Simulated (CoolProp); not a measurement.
Vapour pressure (MPa) of dodecamethylpentasiloxane (MD3M): the reference equation beside estimates from Tc = 354.9 °C, pc = 0.9540 MPa, ω = 0.730. Clausius-Clapeyron is anchored at 184.35 °C with a constant enthalpy of vaporisation of 48.65 kJ/mol.

Values from CoolProp's reference Helmholtz-energy equation of state, Thol 2019.

| T (°C) | reference | Clausius-Clapeyron | van der Waals | Redlich-Kwong | Soave-Redlich-Kwong | Peng-Robinson |
|---|---|---|---|---|---|---|
| 104.85 | 0.001487 | 0.002105 | 0.08440 | 0.02020 | 0.001533 | 0.001723 |
| 124.75 | 0.003718 | 0.004565 | 0.1127 | 0.03385 | 0.003775 | 0.004120 |
| 144.55 | 0.008240 | 0.009166 | 0.1466 | 0.05336 | 0.008299 | 0.008848 |
| 164.45 | 0.01664 | 0.01733 | 0.1868 | 0.08026 | 0.01671 | 0.01748 |
| 184.35 | 0.03100 | 0.03100 | 0.2337 | 0.1158 | 0.03112 | 0.03206 |
| 204.15 | 0.05381 | 0.05270 | 0.2873 | 0.1611 | 0.05412 | 0.05510 |
| 224.05 | 0.08845 | 0.08607 | 0.3485 | 0.2178 | 0.08927 | 0.09003 |
| 243.95 | 0.1386 | 0.1354 | 0.4173 | 0.2870 | 0.1404 | 0.1406 |
| 263.75 | 0.2080 | 0.2055 | 0.4938 | 0.3695 | 0.2115 | 0.2109 |

Absolute difference from the reference over all 9 rows, mean and median: Clausius-Clapeyron 9.8 and 2.7 %, van der Waals 1436.6 and 653.9 %, Redlich-Kwong 422.5 and 273.5 %, Soave-Redlich-Kwong 1.2 and 0.9 %, Peng-Robinson 5.5 and 3.4 %.
